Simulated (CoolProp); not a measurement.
Octamethylcyclotetrasiloxane (D4) along the isotherm 365.6 K: Z from the reference equation and from simpler models built on Tc = 586.5 K, pc = 13.47 bar, ω = 0.598; each cubic takes its own stable root.

Computed with CoolProp (reference Helmholtz-energy equation of state, Thol 2015).

| p (bar) | phase | reference |
|---|---|---|
| 0.612 | liquid | 0.006846 |
| 1.22 | liquid | 0.01364 |
| 1.84 | liquid | 0.02057 |
| 2.45 | liquid | 0.02739 |
| 3.06 | liquid | 0.03420 |
| 3.67 | liquid | 0.04102 |
| 4.29 | liquid | 0.04794 |
| 4.9 | liquid | 0.05474 |
| 5.51 | liquid | 0.06155 |
| 6.12 | liquid | 0.06835 |
| 6.74 | liquid | 0.07526 |

How far does each simpler model (Redlich-Kwong, Soave-Redlich-Kwong, Peng-Robinson) lie from the reference over these 11 states: mean and median of the absolute difference, and the worst?


- Redlich-Kwong: mean 19.3 %, median 19.3 %, worst +19.6 % at 365.6 K and 0.612 bar
- Soave-Redlich-Kwong: mean 10.8 %, median 10.8 %, worst +10.9 % at 365.6 K and 0.612 bar
- Peng-Robinson: mean 1.6 %, median 1.6 %, worst -1.6 % at 365.6 K and 6.74 bar
